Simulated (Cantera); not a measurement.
An isothermal, constant-pressure homogeneous reactor starts with CH₄ : CO₂ : H₂ = 1 : 0.98 : 0.17 (molar parts), at 1325 K and 8250 Torr. Integrator tolerance rtol = 1e-08.

Model: GRI-Mech 3.0 (53 species, 325 reactions), integrated in Cantera.

What does this change do: temperature 1325 to 1925 K?


```json
[
 {"quantity": "x(CH₄) at 70.0 s", "before": "0.274 (gas-phase equilibrium 0.0243)", "after": "0.00308 (gas-phase equilibrium 0.00308)"},
 {"quantity": "x(CO₂) at 70.0 s", "before": "0.203 (gas-phase equilibrium 0.00658)", "after": "4.37e-5 (gas-phase equilibrium 4.58e-5)"},
 {"quantity": "x(H₂) at 70.0 s", "before": "0.0939 (gas-phase equilibrium 0.487)", "after": "0.520 (gas-phase equilibrium 0.520)"},
 {"quantity": "x(CH₂CO) at 70.0 s", "before": "6.07e-6 (gas-phase equilibrium 9.01e-8)", "after": "7.51e-7 (gas-phase equilibrium 7.53e-7)"},
 {"quantity": "x(CH₃) at 70.0 s", "before": "8.74e-6 (gas-phase equilibrium 3.41e-7)", "after": "2.46e-5 (gas-phase equilibrium 2.47e-5)"},
 {"quantity": "x(HO₂) at 70.0 s", "before": "<1e-12 (gas-phase equilibrium <1e-12)", "after": "<1e-12 (gas-phase equilibrium <1e-12)"},
 {"quantity": "x(H₂O) at 70.0 s", "before": "0.154 (gas-phase equilibrium 0.0127)", "after": "0.000205 (gas-phase equilibrium 0.000215)"}
]
```
